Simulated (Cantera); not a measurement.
Input: 1 mol Ti, 0.032 mol O₂, 27 mol H₂, at 1400 °C and 2.18 Torr.

Method: chemical equilibrium by Gibbs-energy minimisation in Cantera with the NASA 1993 tables (ideal gas, pure condensed phases). Candidate condensed phases: H₂O, Ti, TiO, TiO₂, Ti₂O₃, Ti₃O₅, Ti₄O₇; 12 gas species. Mutual solubility and eutectic melting of coexisting phases are not modelled. TiO: taken at fixed stoichiometry. Condensed phases not in the tables: N, O or C dissolved in the metal. Rates play no part.

Base state: H₂ 0.998, H 0.00211, Ti 1.66e-5 (mole fractions); condensed: Ti(β) + TiO(s).

Q: What changes in the equilibrium state with this change: temperature from 1400 °C to 1425 °C?

A: 
```tsv
species	before	after
H₂	0.998	0.997
H	0.00211	0.00268
Ti	1.66e-5	2.70e-5
Ti(β), mol	0.936	0.935
TiO(s), mol	0.0640	0.0640
```
